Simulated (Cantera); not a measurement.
## Abatement and gas-phase synthesis: H2S + H2O + H2

Charge: 1 mol H2S, 0.53 mol H2O, 1.2 mol H2, held at 0.200 bar.

These are equilibrium values from Cantera (NASA tables, ideal gas, pure condensed phases), not measurements of a reactor. Candidate condensed phases: H2O, H2SO4, S; 19 gas species. Kinetics and transport are ignored.

```
T (K)   x H2     x H   x H2O     x S    x S2    x SO    x SH    x H2S     x OH
-----  -----  ------  ------  ------  ------  ------  ------  -------  -------
2475   0.630  0.0399   0.123  0.0268  0.0923  0.0225  0.0403   0.0178  0.00158
2575   0.615  0.0607   0.112  0.0379  0.0811  0.0283  0.0429   0.0137  0.00250
2675   0.592  0.0889   0.101  0.0511  0.0687  0.0340  0.0440   0.0104  0.00378
2775   0.562   0.126  0.0890  0.0657  0.0559  0.0389  0.0435  0.00769  0.00546
2875   0.524   0.171  0.0771  0.0806  0.0435  0.0427  0.0414  0.00552  0.00757
2975   0.478   0.226  0.0654  0.0945  0.0324  0.0449  0.0377  0.00382   0.0101
3075   0.425   0.288  0.0540   0.106  0.0231  0.0452  0.0331  0.00255   0.0129
```
x: gas mole fraction; nothing condenses.

From 2475 K to 3075 K nothing is condensed.
